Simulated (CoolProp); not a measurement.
Model: reference Helmholtz-energy equation of state, Setzmann 1991, in CoolProp.

Q: For methane, give the phase and the isothermal compressibility (1/MPa), expansivity (1/kK), Prandtl number, fugacity coefficient at 208.2 K and 4.05 MPa; 310.2 K and 4.05 MPa; 350.9 K and 4.05 MPa.

A: 
- 208.2 K and 4.05 MPa: gas; isothermal compressibility 0.361, expansivity 12.5, Prandtl number 1.11, fugacity coefficient 0.783
- 310.2 K and 4.05 MPa: gas; isothermal compressibility 0.261, expansivity 4.03, Prandtl number 0.789, fugacity coefficient 0.943
- 350.9 K and 4.05 MPa: gas; isothermal compressibility 0.255, expansivity 3.32, Prandtl number 0.767, fugacity coefficient 0.965

Viscosity comes from a separate model (Quiñones-Cisneros 2006). Thermal conductivity comes from a separate model (Friend 1989).
